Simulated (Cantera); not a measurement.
Mixture: H₂ : O₂ : N₂ = 1 : 0.333 : 1.25 (molar parts), equivalence ratio 1.5, at 1.00 bar, adiabatic and at constant volume. Ignition delay is the time to a rise of 400 K.

Detailed kinetics in Cantera: the H2/O2 subset of GRI-Mech 3.0, which has no nitrogen chemistry. Below about 950 K walls govern HO2 and H2O2 in real vessels.

Question: At T0 = 1000 K, what is the delay, and which 7 reactions control it most (d ln τ / d ln k, from doubling and halving each rate constant)?

Answer: The delay is 0.336 ms.
| reaction | d ln τ / d ln k | faster rate |
|---|---|---|
| H + O2 <=> O + OH | -3.04 | shortens it |
| H + O2 + M <=> HO2 + M | 1.46 | lengthens it |
| H + O2 + N2 <=> HO2 + N2 | 1.13 | lengthens it |
| H + O2 + O2 <=> HO2 + O2 | 0.16 | lengthens it |
| H2 + O <=> H + OH | -0.12 | shortens it |
| H + HO2 <=> 2 OH | -0.12 | shortens it |
| H2 + OH <=> H + H2O | -0.03 | shortens it |
